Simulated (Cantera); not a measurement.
A closed system holds: 1 mol CuO, 0.61 mol CH₄, 0.57 mol CO, at 3.23 Torr.

Method: chemical equilibrium by Gibbs-energy minimisation in Cantera with the NASA 1993 tables (ideal gas, pure condensed phases). Candidate condensed phases: C, C₆H₆, C₇H₈, C₈H₁₈, Cu, CuO, Cu(OH)₂, Cu₂O, H₂O; 113 gas species. Rates play no part.

Q: At 1202 °C, list the 6 most abundant gas species with their mole fractions, and the condensed phases.

A: CO 0.441, H₂ 0.396, H₂O 0.112, CO₂ 0.0503, Cu 0.00125, H 0.000124. Condensed: Cu(l).
